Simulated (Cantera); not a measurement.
Input: 1 mol FeS, 0.1 mol SO2, 1.5 mol O2, 0.12 mol H2S, equilibrated at 475 °C.

Method: chemical equilibrium by Gibbs-energy minimisation in Cantera with the NASA 1993 tables (ideal gas, pure condensed phases). Candidate condensed phases: Fe, FeO, Fe(OH)2, Fe(OH)3, FeS, FeSO4, FeS2, Fe2O3, Fe2(SO4)3, Fe3O4, H2O, H2SO4, S; 22 gas species. Gases not in the tables: S3 to S7. The numbers say what is thermodynamically allowed, not how fast it happens.

Q: At 30.0 mbar, list the 5 most abundant gas species with their mole fractions, and the condensed phases.

A: SO2 0.887, H2O 0.110, S2 0.00213, H2S 0.000509, S2O 0.000266. Condensed: FeS2(s) + Fe3O4(s).
